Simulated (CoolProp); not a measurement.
A single-stage vapour-compression cycle with cyclopropane: evaporating at 308.15 K (dew point), condensing at 338.15 K (bubble point), superheat 8 K, subcooling 0 K, compressor efficiency 0.8, no pressure losses. Each further row changes one setting.

Model: reference Helmholtz-energy equation of state, Polt 1992, in CoolProp. This equation is an older, rougher fit; its heat capacities, sound speeds and derivatives of the liquid may be far off and weren't checked against measurements.

```tsv
case	cooling COP	pressure ratio	discharge temperature (K)	refrigerating effect (kJ/kg)	volumetric capacity (kJ/m³)
as stated	6.92	1.99	357.4	327	5720
evaporating temperature 313.15 K	8.58	1.76	355.3	331	6540
condensing temperature 333.15 K	8.53	1.79	351.0	340	5940
subcooling 5 K	7.20	1.99	357.4	340	5950
superheat 18 K	6.93	1.99	367.0	344	5730
compressor efficiency 0.7	6.06	1.99	360.7	327	5720
```
